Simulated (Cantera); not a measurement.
Silicon oxide and oxynitride deposition: TEOS + H2O + H2

A closed system holds: 1 mol TEOS, 4.6 mol H2O, 1.3 mol H2, at 0.0240 bar.

Equilibrium computed with Cantera from the NASA thermochemical tables; the gas is ideal and each condensed phase is pure. Candidate condensed phases: C, C6H6, C7H8, C8H18, H2O, Si, SiC, SiO2; 123 gas species. The feed counts by its element totals alone. Mutual solubility and eutectic melting of coexisting phases are not modelled. The tables hold silica as quartz up to 1696 K and as liquid above; real silica turns to tridymite and cristobalite and melts near 1996 K. Kinetics and transport are ignored.

```json
[
 {"T (K)": "573", "x H2": "0.246", "x H2O": "0.393", "x CO": "0.000917", "x CH4": "0.300", "x CO2": "0.0599", "x SiO": "<1e-12", "n C(graphite)": "3.37", "n SiO2(α-quartz)": "1.00", "n SiO2(β-quartz)": "0", "n SiC(s)": "0"},
 {"T (K)": "673", "x H2": "0.553", "x H2O": "0.235", "x CO": "0.0163", "x CH4": "0.112", "x CO2": "0.0845", "x SiO": "<1e-12", "n C(graphite)": "4.66", "n SiO2(α-quartz)": "1.00", "n SiO2(β-quartz)": "0", "n SiC(s)": "0"},
 {"T (K)": "773", "x H2": "0.700", "x H2O": "0.0896", "x CO": "0.112", "x CH4": "0.0249", "x CO2": "0.0734", "x SiO": "<1e-12", "n C(graphite)": "4.02", "n SiO2(α-quartz)": "1.00", "n SiO2(β-quartz)": "0", "n SiC(s)": "0"},
 {"T (K)": "873", "x H2": "0.707", "x H2O": "0.0182", "x CO": "0.252", "x CH4": "0.00538", "x CO2": "0.0174", "x SiO": "<1e-12", "n C(graphite)": "2.05", "n SiO2(α-quartz)": "0", "n SiO2(β-quartz)": "1.00", "n SiC(s)": "0"},
 {"T (K)": "973", "x H2": "0.705", "x H2O": "0.00303", "x CO": "0.288", "x CH4": "0.00153", "x CO2": "0.00200", "x SiO": "<1e-12", "n C(graphite)": "1.48", "n SiO2(α-quartz)": "0", "n SiO2(β-quartz)": "1.00", "n SiC(s)": "0"},
 {"T (K)": "1073", "x H2": "0.706", "x H2O": "0.000644", "x CO": "0.293", "x CH4": "0.000550", "x CO2": "0.000289", "x SiO": "2.11e-12", "n C(graphite)": "1.41", "n SiO2(α-quartz)": "0", "n SiO2(β-quartz)": "1.00", "n SiC(s)": "0"},
 {"T (K)": "1173", "x H2": "0.706", "x H2O": "0.000176", "x CO": "0.293", "x CH4": "0.000233", "x CO2": "5.75e-5", "x SiO": "1.47e-9", "n C(graphite)": "1.40", "n SiO2(α-quartz)": "0", "n SiO2(β-quartz)": "1.00", "n SiC(s)": "0"},
 {"T (K)": "1273", "x H2": "0.707", "x H2O": "5.92e-5", "x CO": "0.293", "x CH4": "0.000113", "x CO2": "1.48e-5", "x SiO": "3.59e-7", "n C(graphite)": "1.40", "n SiO2(α-quartz)": "0", "n SiO2(β-quartz)": "1.000", "n SiC(s)": "0"},
 {"T (K)": "1373", "x H2": "0.707", "x H2O": "2.33e-5", "x CO": "0.293", "x CH4": "6.03e-5", "x CO2": "4.69e-6", "x SiO": "3.88e-5", "n C(graphite)": "1.40", "n SiO2(α-quartz)": "0", "n SiO2(β-quartz)": "0.999", "n SiC(s)": "0"},
 {"T (K)": "1473", "x H2": "0.677", "x H2O": "1.67e-5", "x CO": "0.321", "x CH4": "2.12e-5", "x CO2": "3.20e-6", "x SiO": "0.00131", "n C(graphite)": "0", "n SiO2(α-quartz)": "0", "n SiO2(β-quartz)": "0.513", "n SiC(s)": "0.456"},
 {"T (K)": "1573", "x H2": "0.664", "x H2O": "2.28e-5", "x CO": "0.320", "x CH4": "4.52e-6", "x CO2": "3.80e-6", "x SiO": "0.0155", "n C(graphite)": "0", "n SiO2(α-quartz)": "0", "n SiO2(β-quartz)": "0.285", "n SiC(s)": "0.343"}
]
```
x: gas mole fraction; n: condensed amount in mol.

From 573 K to 773 K the condensed part is C(graphite) + SiO2(α-quartz). From 873 K to 1373 K the condensed part is C(graphite) + SiO2(β-quartz). From 1473 K to 1573 K the condensed part is SiC(s) + SiO2(β-quartz).
